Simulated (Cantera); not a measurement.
What does this Cantera script print?

```python
import numpy as np
import cantera as ct

gas = ct.Solution("gri30.yaml")
gas.TPX = 1423, 670000, {'CH4': 1, 'O2': 1.18, 'N2': 10.2}
reactor = ct.IdealGasReactor(gas, energy="on", clone=False)
net = ct.ReactorNet([reactor])
net.rtol, net.atol = 1e-08, 1e-16
show = ['CH4', 'O2', 'HCN', 'CH3', 'CH2', 'H2O', 'N2O']
times = np.geomspace(8e-06, 0.3, 13)

steps = ct.SolutionArray(gas, extra=["t"])
rows = []
print(f"{'t/s':>10s}{'T/K':>9s}{'P/Pa':>11s}" + "".join(f"{s:>11s}" for s in show))
for t in times:
    while net.time < t:
        t_next = net.step()
        steps.append(gas.state, t=t_next)
    rows.append([np.interp(t, steps.t, y) for y in (steps.T, steps.P, *steps(*show).X.T)])
    print(f"{t:10.3e}{rows[-1][0]:9.1f}{rows[-1][1]:11.4g}" + "".join(f"{x:11.3e}" for x in rows[-1][2:]))
rate = np.gradient(steps.T, steps.t)
print("integrator steps:", len(steps.t))
if steps.T.max() > steps.T[0] + 200:
    print(f"time of steepest temperature rise: {steps.t[rate.argmax()]:.4e} s")
gas.TPX = 1423, 670000, {'CH4': 1, 'O2': 1.18, 'N2': 10.2}
gas.equilibrate("UV")
print(f"equilibrium (UV): T = {gas.T:.1f} K  " + "  ".join(f"{s} {gas[s].X[0]:.3e}" for s in show))
```

Result:

```
       t/s      T/K       P/Pa        CH4         O2        HCN        CH3        CH2        H2O        N2O
 8.000e-06   1423.0    6.7e+05  8.077e-02  9.531e-02  1.220e-18  1.188e-06  1.002e-13  2.049e-07  3.511e-12
 1.924e-05   1423.0    6.7e+05  8.077e-02  9.531e-02  8.464e-18  3.552e-06  8.109e-13  1.168e-06  1.752e-11
 4.628e-05   1423.0    6.7e+05  8.076e-02  9.531e-02  6.952e-17  1.165e-05  7.673e-12  7.338e-06  7.723e-11
 1.113e-04   1423.1  6.701e+05  8.070e-02  9.528e-02  5.925e-16  2.838e-05  4.174e-11  4.225e-05  2.585e-10
 2.678e-04   1424.2  6.706e+05  8.047e-02  9.515e-02  3.341e-15  3.913e-05  8.750e-11  1.869e-04  8.429e-10
 6.441e-04   1429.4   6.73e+05  7.945e-02  9.456e-02  2.132e-14  5.943e-05  2.750e-10  8.822e-04  3.712e-09
 1.549e-03   1567.9  7.442e+05  5.892e-02  7.899e-02  6.301e-11  4.198e-04  7.606e-08  1.921e-02  6.264e-08
 3.726e-03   2401.7  1.207e+06  1.245e-10  2.173e-06  4.197e-07  4.225e-11  1.248e-12  8.800e-02  1.530e-08
 8.963e-03   2402.1  1.207e+06  1.214e-10  2.184e-06  2.683e-07  4.129e-11  1.219e-12  8.803e-02  1.216e-08
 2.156e-02   2402.1  1.207e+06  1.210e-10  2.186e-06  2.429e-07  4.117e-11  1.215e-12  8.803e-02  1.176e-08
 5.185e-02   2402.1  1.207e+06  1.210e-10  2.186e-06  2.425e-07  4.117e-11  1.215e-12  8.803e-02  1.175e-08
 1.247e-01   2402.1  1.207e+06  1.210e-10  2.186e-06  2.425e-07  4.117e-11  1.215e-12  8.803e-02  1.175e-08
 3.000e-01   2402.1  1.207e+06  1.210e-10  2.186e-06  2.425e-07  4.117e-11  1.215e-12  8.803e-02  1.175e-08
integrator steps: 2071
time of steepest temperature rise: 1.6258e-03 s
equilibrium (UV): T = 2402.1 K  CH4 1.357e-10  O2 2.186e-06  HCN 2.425e-07  CH3 4.617e-11  CH2 1.346e-12  H2O 8.803e-02  N2O 1.175e-08
```

Model: GRI-Mech 3.0 (53 species, 325 reactions), integrated in Cantera.
